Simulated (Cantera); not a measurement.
A Cantera script and what it prints.

```python
import numpy as np
import cantera as ct

gas_names = [...]  # 148 gases of nasa_gas.yaml made of Al, C, H, N, O
cond_names = """
    AL(cr) AL(L) ALN(s) AL2O3(a) AL2O3(L) C(gr) C6H6(L) C7H8(L) C8H18(L),n-octa H2O(s) H2O(L)
""".split()


# ... load() reads the species with a 1 bar reference pressure and builds the phases ...
atoms = {
    'Al(CH3)3': {'AL': 1, 'C': 3, 'H': 9},
    'NH3': {'N': 1, 'H': 3},
    'N2': {'N': 2},
    'H2O': {'H': 2, 'O': 1},
}
top_T = {'ALN(s)': 2750, 'C(gr)': 4500}  # K; cautious upper limits of use, not melting points


# ... equilibrate(T, P, feed) seeds the gas with the atoms and calls Mixture.equilibrate('TP', solver="vcs", rtol=1e-11, max_steps=5000) ...
results = []
T = 725  # K
P = 100  # Pa
for m in [0.59, 0.85, 1.2, 1.7, 2.5, 3.5, 5, 7.1, 10, 15, 21, 30, 42]:
    feed = {'Al(CH3)3': 1, 'NH3': 65, 'N2': 14, 'H2O': m}  # mol
    mix = equilibrate(T, P, feed)
    results.append((T, P, feed, dict(zip(mix.species_names, mix.species_moles))))
    x = sorted(zip(gas.X, gas.species_names), reverse=True)
    print(f"T = {T:g} K  P = {P:g} Pa  n(H2O) = {m:g} mol  gas = {mix.phase_moles(0):.4g} mol")
    print("   x: " + "  ".join(f"{s} {v:.3e}" for v, s in x if v > 0.001))
    print("   condensed (mol): " + ("  ".join(f"{mix.phase(i).name} {mix.phase_moles(i):.4g}"
          for i in range(1, mix.n_phases) if mix.phase_moles(i) > 1e-12) or "none"))
```

It prints:

```
T = 725 K  P = 100 Pa  n(H2O) = 0.59 mol  gas = 148.4 mol
   x: H2 6.863e-01  N2 3.112e-01  CH4 2.417e-03
   condensed (mol): ALN(s) 0.6067  AL2O3(a) 0.1967  C(gr) 2.641
T = 725 K  P = 100 Pa  n(H2O) = 0.85 mol  gas = 148.8 mol
   x: H2 6.865e-01  N2 3.111e-01  CH4 2.418e-03
   condensed (mol): ALN(s) 0.4333  AL2O3(a) 0.2833  C(gr) 2.64
T = 725 K  P = 100 Pa  n(H2O) = 1.2 mol  gas = 149.2 mol
   x: H2 6.867e-01  N2 3.109e-01  CH4 2.420e-03
   condensed (mol): ALN(s) 0.2  AL2O3(a) 0.4  C(gr) 2.639
T = 725 K  P = 100 Pa  n(H2O) = 1.7 mol  gas = 150 mol
   x: H2 6.863e-01  N2 3.100e-01  CH4 2.417e-03  CO 1.174e-03
   condensed (mol): AL2O3(a) 0.5  C(gr) 2.461
T = 725 K  P = 100 Pa  n(H2O) = 2.5 mol  gas = 151.5 mol
   x: H2 6.841e-01  N2 3.069e-01  CO 5.749e-03  CH4 2.402e-03
   condensed (mol): AL2O3(a) 0.5  C(gr) 1.758
T = 725 K  P = 100 Pa  n(H2O) = 3.5 mol  gas = 153.4 mol
   x: H2 6.816e-01  N2 3.032e-01  CO 1.121e-02  CH4 2.384e-03  H2O 1.468e-03
   condensed (mol): AL2O3(a) 0.5  C(gr) 0.8874
T = 725 K  P = 100 Pa  n(H2O) = 5 mol  gas = 156.1 mol
   x: H2 6.790e-01  N2 2.979e-01  CO 1.712e-02  H2O 3.847e-03  CH4 1.374e-03
   condensed (mol): AL2O3(a) 0.5
T = 725 K  P = 100 Pa  n(H2O) = 7.1 mol  gas = 158.5 mol
   x: H2 6.735e-01  N2 2.934e-01  CO 1.604e-02  H2O 1.420e-02  CO2 2.546e-03
   condensed (mol): AL2O3(a) 0.5
T = 725 K  P = 100 Pa  n(H2O) = 10 mol  gas = 161.5 mol
   x: H2 6.638e-01  N2 2.880e-01  H2O 2.957e-02  CO 1.381e-02  CO2 4.632e-03
   condensed (mol): AL2O3(a) 0.5
T = 725 K  P = 100 Pa  n(H2O) = 15 mol  gas = 166.5 mol
   x: H2 6.466e-01  N2 2.793e-01  H2O 5.603e-02  CO 1.087e-02  CO2 7.094e-03
   condensed (mol): AL2O3(a) 0.5
T = 725 K  P = 100 Pa  n(H2O) = 21 mol  gas = 172.5 mol
   x: H2 6.262e-01  N2 2.696e-01  H2O 8.681e-02  CO2 8.870e-03  CO 8.498e-03
   condensed (mol): AL2O3(a) 0.5
T = 725 K  P = 100 Pa  n(H2O) = 30 mol  gas = 181.5 mol
   x: H2 5.970e-01  N2 2.562e-01  H2O 1.302e-01  CO2 1.027e-02  CO 6.251e-03
   condensed (mol): AL2O3(a) 0.5
T = 725 K  P = 100 Pa  n(H2O) = 42 mol  gas = 193.5 mol
   x: H2 5.614e-01  N2 2.403e-01  H2O 1.828e-01  CO2 1.101e-02  CO 4.491e-03
   condensed (mol): AL2O3(a) 0.5
```

These are equilibrium values from Cantera (NASA tables, ideal gas, pure condensed phases), not measurements of a reactor. The feed counts by its element totals alone.
